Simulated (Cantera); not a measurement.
Input (Python, Cantera) and output of one run.

```python
import numpy as np
import cantera as ct

gas_names = """
    CL CLO CL2 O O2 O3 Ti TiCL TiCL2 TiCL3 TiCL4 TiO TiOCL TiOCL2 TiO2
""".split()
cond_names = """
    Ti(a) Ti(b) Ti(L) TiCL2(s) TiCL3(s) TiCL4(L) TiO(a) TiO(b) TiO(L) TiO2(ru) TiO2(L) Ti2O3(a) Ti2O3(b)
    Ti2O3(L) Ti3O5(a) Ti3O5(b) Ti3O5(L) Ti4O7(s) Ti4O7(L)
""".split()


# ... load() reads the species with a 1 bar reference pressure and builds the phases ...
atoms = {
    'TiO2': {'Ti': 1, 'O': 2},
    'Cl2': {'CL': 2},
    'O2': {'O': 2},
}
top_T = {'TiCL2(s)': 1300, 'TiCL3(s)': 1000}  # K; cautious upper limits of use, not melting points


# ... equilibrate(T, P, feed) seeds the gas with the atoms and calls Mixture.equilibrate('TP', solver="vcs", rtol=1e-11, max_steps=5000) ...
results = []
feed = {'TiO2': 1, 'Cl2': 0.017, 'O2': 2.5}  # mol
T = 1498.15  # K
for P in [1000, 2700, 7200, 19000, 52000, 140000, 370000, 1000000]:
    mix = equilibrate(T, P, feed)
    results.append((T, P, feed, dict(zip(mix.species_names, mix.species_moles))))

top = {s: max(r[3][s] / sum(r[3][g] for g in gas_names) for r in results) for s in gas_names}
cols = sorted((s for s in top if top[s] > 1e-06), key=lambda s: -top[s])[:7]
seen = [c for c in cond_names if any(r[3].get(c, 0) > 1e-12 for r in results)]
print("log10 of partial pressures in bar; condensed amounts in mol")
print(f"{'P/Pa':>10s}" + "".join(f"{s[:9]:>10s}" for s in cols + seen))
for T, P, feed, n in results:
    ng = sum(n[g] for g in gas_names)
    print(f"{P:10.4g}" + "".join(f"{np.log10(max(n[s] / ng * P / 1e5, 1e-99)):10.3f}" for s in cols)
          + "".join(f"{n.get(c, 0):10.4g}" for c in seen))
```

Output:

```
log10 of partial pressures in bar; condensed amounts in mol
      P/Pa        O2        CL       CL2       CLO         O  TiO2(ru)
      1000    -2.006    -3.904    -5.331    -6.516    -6.406         1
      2700    -1.574    -3.515    -4.553    -5.910    -6.190         1
      7200    -1.148    -3.166    -3.853    -5.348    -5.977         1
   1.9e+04    -0.726    -2.858    -3.238    -4.829    -5.766         1
   5.2e+04    -0.288    -2.573    -2.669    -4.326    -5.547         1
   1.4e+05     0.142    -2.317    -2.157    -3.855    -5.332         1
   3.7e+05     0.565    -2.082    -1.686    -3.408    -5.121         1
     1e+06     0.997    -1.850    -1.223    -2.960    -4.905         1
```

Equilibrium computed with Cantera from the NASA thermochemical tables; the gas is ideal and each condensed phase is pure.
